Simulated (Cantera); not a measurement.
Reactions in the system N-O-Zr

Cantera with NASA thermochemical tables; ideal gases at 1 bar, condensed phases pure. Values are per mole of reaction as written; species without (g) are pure solids or liquids, kept so even where they would boil at 1 bar. ZrN: taken at fixed stoichiometry.

2 O₂(g) + 2 ZrN → 2 ZrO₂ + N₂(g)

```csv
T (K),ΔH° (kJ),ΔS° (J/K),ΔG° (kJ),log10 K,condensed phases
300,-1464.4,-195.8,-1405.7,244.75,"ZrN(s), ZrO₂(monoclinic)"
2000,-1445.9,-176.7,-1092.6,28.54,"ZrN(s), ZrO₂(tetragonal)"
2050,-1446.5,-177.0,-1083.8,27.61,"ZrN(s), ZrO₂(tetragonal)"
2100,-1447.2,-177.3,-1074.9,26.74,"ZrN(s), ZrO₂(tetragonal)"
2150,-1447.8,-177.6,-1066.0,25.90,"ZrN(s), ZrO₂(tetragonal)"
2200,-1448.6,-177.9,-1057.2,25.10,"ZrN(s), ZrO₂(tetragonal)"
2250,-1449.3,-178.3,-1048.2,24.34,"ZrN(s), ZrO₂(tetragonal)"
2300,-1450.2,-178.6,-1039.3,23.60,"ZrN(s), ZrO₂(tetragonal)"
2350,-1451.0,-179.0,-1030.4,22.90,"ZrN(s), ZrO₂(tetragonal)"
2400,-1451.9,-179.4,-1021.4,22.23,"ZrN(s), ZrO₂(tetragonal)"
2450,-1452.9,-179.8,-1012.5,21.59,"ZrN(s), ZrO₂(tetragonal)"
```
